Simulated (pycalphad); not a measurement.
All values are pycalphad results on the COST 507 light-alloy database (1999) (1 atm), not direct measurements. The data set is of 1999 and partly superseded. Kinetics are ignored, which matters at the lower temperatures.

Al-37.5N (at.%): equilibrium cooling sequence

| T (K) | phases above | phases below |
|---|---|---|
| 2738.4 | gas | gas + liquid |
| 2707.8 | gas + liquid | ALN + liquid |
| 933.3 | ALN + liquid | ALN + fcc |

Changes were sought between steps of 100 K, so a narrower field can be missed. At the top of the range, 2900 K, the alloy is not yet fully liquid: it holds gas.

Database names, with the compositions (at.%) that they take in these runs: ALN: Al 50 N 50.
